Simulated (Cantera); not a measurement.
**Thermodynamics of hydrogen reduction and annealing atmospheres, feed PbO + H2 + H2O**

Input: 1 mol PbO, 1.1 mol H2, 2.7 mol H2O, held at 10000 Pa.

Equilibrium computed with Cantera from the NASA thermochemical tables; the gas is ideal and each condensed phase is pure. Candidate condensed phases: H2O, Pb, PbO, PbO2, Pb3O4; 12 gas species. Gases not in the tables: (PbO)n polymers. The numbers say what is thermodynamically allowed, not how fast it happens.

From 973 K to 1473 K the condensed part is Pb(l). At 1523 K nothing is condensed. The share of Pb in condensed phases is highest at 973 K (100.0 %) and lowest at 1523 K (0.0 %).

```
T (K)  x H2O      x Pb    x H2     x PbO  n Pb(l)
-----  -----  --------  ------  --------  -------
973    0.974   8.75e-5  0.0263   5.97e-9    1.000
1023   0.973  0.000267  0.0263   3.80e-8    0.999
1073   0.973  0.000731  0.0263   2.04e-7    0.997
1123   0.972   0.00183  0.0263   9.38e-7    0.993
1173   0.970   0.00422  0.0262   3.79e-6    0.984
1223   0.965   0.00908  0.0261   1.37e-5    0.965
1273   0.956    0.0184  0.0259   4.44e-5    0.929
1323   0.939    0.0352  0.0255  0.000132    0.861
1373   0.911    0.0641  0.0250  0.000358    0.738
1423   0.863     0.112  0.0242  0.000892    0.516
1473   0.786     0.188  0.0233   0.00202    0.106
1523   0.768     0.205  0.0238   0.00294        0
```
x: gas mole fraction; n: condensed amount in mol.
